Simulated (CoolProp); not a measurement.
Saturation properties of normal hydrogen.

The numbers come from the reference Helmholtz-energy equation of state, Leachman 2009 in CoolProp.

```tsv
T (K)	p (MPa)	vapour density (kg/m³)	liquid viscosity (µPa s)	vapour viscosity (µPa s)
22.8	0.1947	2.421	11.1	1.14
24.2	0.2699	3.294	10.0	1.22
25.6	0.3635	4.400	9.05	1.32
27	0.4779	5.805	8.16	1.42
28.4	0.6154	7.617	7.32	1.54
29.8	0.7787	10.03	6.50	1.69
31.2	0.9711	13.51	5.62	1.90
32.6	1.197	20.01	4.47	2.30
```

It boils at 20.4 K under 1 atm.

Viscosity comes from a separate model (Muzny 2013).
